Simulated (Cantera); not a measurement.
A perfectly stirred reactor is fed with H2 : O2 : N2 = 1.4 : 1 : 15 (molar parts), at 0.420 bar; it is held at 1250 K, and followed from long to short residence time.

Detailed kinetics in Cantera: the H2/O2 subset of GRI-Mech 3.0, which has no nitrogen chemistry. The temperature is held fixed by assumption; the heat of reaction is taken as removed at once.

Task: What does this change do: N2 15 to 44 parts?

Result: 
```csv
quantity,before,after
x(H2) at τ = 1.10 s,0.000130,0.000103
x(O2) at τ = 1.10 s,0.0180,0.00658
x(H) at τ = 1.10 s,1.59e-5,2.31e-5
x(H2O) at τ = 1.10 s,0.0836,0.0305
x(H2O2) at τ = 1.10 s,2.07e-7,8.50e-8
x(H2) at τ = 24.0 ms,0.00150,0.00107
x(O2) at τ = 24.0 ms,0.0185,0.00704
x(H) at τ = 24.0 ms,0.000670,0.000833
x(H2O) at τ = 24.0 ms,0.0816,0.0289
x(H2O2) at τ = 24.0 ms,7.31e-7,2.49e-7
```

Task: What does this change do: pressure from 0.420 bar to 0.270 bar?

Result: 
```csv
quantity,before,after
x(H2) at τ = 1.10 s,0.000130,0.000199
x(O2) at τ = 1.10 s,0.0180,0.0180
x(H) at τ = 1.10 s,1.59e-5,3.82e-5
x(H2O) at τ = 1.10 s,0.0836,0.0835
x(H2O2) at τ = 1.10 s,2.07e-7,2.03e-7
x(H2) at τ = 24.0 ms,0.00150,0.00219
x(O2) at τ = 24.0 ms,0.0185,0.0188
x(H) at τ = 24.0 ms,0.000670,0.00151
x(H2O) at τ = 24.0 ms,0.0816,0.0803
x(H2O2) at τ = 24.0 ms,7.31e-7,5.59e-7
```
